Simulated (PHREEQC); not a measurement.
A PHREEQC input (ion-association model, phreeqc.dat):

```
SOLUTION 1
  temp 25
  units mg/L
  pH 6.01
  pe 1.2
  Na 1.23
  K 0.078
  Ca 0.0468
  Mg 1.73
  Cl 0.976
  S(6) 3.47 as SO4
  Alkalinity 6.45 as HCO3
  Mn(2) 0.0865
END
USE solution 3
EQUILIBRIUM_PHASES 1
  Quartz 0 0.5
  CO2(g) -2 10
END
```

It stops with these messages:

```
ERROR: Solution 3 not found.
```

The fault: USE names a solution that was never defined. The line should read `USE solution 1` where the input has `USE solution 3`. With the mend the run ends at pH 5.84 and ionic strength 0.000314 mol/kgw.
